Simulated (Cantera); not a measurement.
Charge: 1 mol SiH2Cl2, 0.38 mol N2, equilibrated at 1048 K and 0.480 bar.

Cantera equilibrium calculation (NASA polynomials, part measured and part estimated; ideal gas, pure solids and liquids). Candidate condensed phases: NH4Cl, Si, Si3N4; 28 gas species. N2 is the only nitrogen source here; it is nearly inert below about 1500 K, so the nitride shown seldom forms there in practice. The tables' values for SiCl3 are old estimates; treat these amounts as uncertain. Rates play no part.

Base state: H2 0.540, SiCl4 0.266, HCl 0.186, SiHCl3 0.00790, SiCl3 0.000486, N2 0.000166, SiH2Cl2 2.67e-5, SiCl2 1.63e-5 (mole fractions); condensed: Si3N4(s).

Question: What changes in the equilibrium state with this change: N2 from 0.38 to 26 mol?

Answer: 
```
species          before    after
-------------  --------  -------
N2             0.000166    0.933
HCl               0.186   0.0476
H2                0.540   0.0128
SiCl4             0.266  0.00641
SiH2Cl2         2.67e-5  5.55e-9
SiHCl3          0.00790  1.77e-5
SiCl2           1.63e-5  1.42e-7
Si3N4(s), mol     0.190    0.275
```

Question: What changes in the equilibrium state with this change: 0.073 mol O2 added?

Answer: 
```
species           before    after
--------------  --------  -------
H2                 0.540    0.455
HCl                0.186    0.308
SiCl4              0.266    0.226
N2              0.000166  0.00743
SiH2Cl2          2.67e-5  5.84e-6
SiCl2            1.63e-5  4.23e-6
SiHCl3           0.00790  0.00340
Si3N4(s), mol      0.190    0.111
Si2N2O(s), mol         0    0.146
```
Mutual solubility and eutectic melting of coexisting phases are not modelled. Further candidate phases: H2O, SiO2, Si2N2O.
